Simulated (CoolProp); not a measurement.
R410A along the isobar 6.65 MPa: Z from the reference equation and from simpler models built on Tc = 344.5 K, pc = 4.901 MPa, ω = 0.296; each cubic takes its own stable root.

Computed with CoolProp (reference Helmholtz-energy equation of state, Lemmon 2003). It is a pseudo-pure fit of the blend.

| T (K) | phase | reference | van der Waals | Redlich-Kwong | Soave-Redlich-Kwong | Peng-Robinson |
|---|---|---|---|---|---|---|
| 233.1 | liquid | 0.1873 | 0.3314 | 0.2309 | 0.2225 | 0.1972 |
| 248.1 | liquid | 0.1824 | 0.3208 | 0.2257 | 0.2168 | 0.1920 |
| 263 | liquid | 0.1790 | 0.3127 | 0.2225 | 0.2133 | 0.1887 |
| 278 | liquid | 0.1770 | 0.3070 | 0.2215 | 0.2120 | 0.1876 |
| 292.9 | liquid | 0.1767 | 0.3040 | 0.2230 | 0.2135 | 0.1890 |
| 307.9 | liquid | 0.1786 | 0.3040 | 0.2279 | 0.2188 | 0.1940 |
| 322.8 | liquid | 0.1840 | 0.3081 | 0.2378 | 0.2299 | 0.2045 |
| 337.8 | liquid | 0.1965 | 0.3187 | 0.2573 | 0.2531 | 0.2269 |
| 352.7 | supercritical | 0.2365 | 0.3424 | 0.3015 | 0.3144 | 0.2880 |
| 367.7 | supercritical | 0.4458 | 0.4051 | 0.4351 | 0.4971 | 0.4683 |
| 382.6 | supercritical | 0.5814 | 0.5280 | 0.5658 | 0.6222 | 0.5906 |
| 397.6 | supercritical | 0.6631 | 0.6155 | 0.6448 | 0.6997 | 0.6677 |
| 412.5 | supercritical | 0.7206 | 0.6736 | 0.7000 | 0.7548 | 0.7233 |
